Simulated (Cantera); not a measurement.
An adiabatic, constant-pressure homogeneous reactor starts with 2.22 % C₃H₈, 20.6 % O₂, 77.2 % N₂, at 1675 K and 1300000 Pa.

Model: GRI-Mech 3.0 (53 species, 325 reactions), integrated in Cantera. GRI-Mech 3.0 was tuned for natural gas; its chemistry of propane as a main component is partial and can be far from experiment. The pressure lies above the range GRI-Mech 3.0 was tuned for (to about 10 atm).

Question: Predict: time of steepest temperature rise; temperature at 2.00 s; equilibrium temperature; x(O₂) at 2.00 s; x(NO₂) at 2.00 s; x(H₂O) at 2.00 s; x(H) at 2.00 s.

Answer: 
```
Item                                                                  Result
---------------------------------  -----------------------------------------
time of steepest temperature rise                                    3.95 µs
temperature at 2.00 s                                                 2669 K
equilibrium temperature                                               2669 K
x(O₂) at 2.00 s                        0.0822 (gas-phase equilibrium 0.0822)
x(NO₂) at 2.00 s                     3.14e-5 (gas-phase equilibrium 3.14e-5)
x(H₂O) at 2.00 s                       0.0806 (gas-phase equilibrium 0.0806)
x(H) at 2.00 s                     0.000447 (gas-phase equilibrium 0.000447)
```
